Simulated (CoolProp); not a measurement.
Octamethyltrisiloxane (MDM) along the isobar 4.94 bar: density (kg/m³) from the reference equation and from simpler models built on Tc = 565.4 K, pc = 14.38 bar, ω = 0.528; each cubic takes its own stable root.

Model: reference Helmholtz-energy equation of state, Thol 2017, in CoolProp.

```tsv
T (K)	phase	reference	Soave-Redlich-Kwong	Peng-Robinson
258.3	liquid	855.2	753.4	844.7
273.3	liquid	840.5	745.1	836.0
288.2	liquid	(withheld)	(withheld)	826.7
303.2	liquid	810.9	726.8	816.8
318.2	liquid	795.8	716.7	806.1
333.1	liquid	780.5	706.0	794.6
348.1	liquid	764.9	694.4	(withheld)
363.1	liquid	748.9	682.0	768.9
378	liquid	732.7	668.6	754.5
393	liquid	715.8	654.1	738.8
408	liquid	698.4	638.4	721.6
422.9	liquid	680.4	621.3	702.9
437.9	liquid	661.3	602.5	682.2
452.9	liquid	(withheld)	581.7	659.0
467.8	liquid	619.5	558.4	(withheld)
```

**Question.** Some entries are withheld; supply them.

**Answer.** 
- 288.2, reference: 825.8
- 288.2, Soave-Redlich-Kwong: 736.3
- 348.1, Peng-Robinson: 782.2
- 452.9, reference: 641.1
- 467.8, Peng-Robinson: 633.1
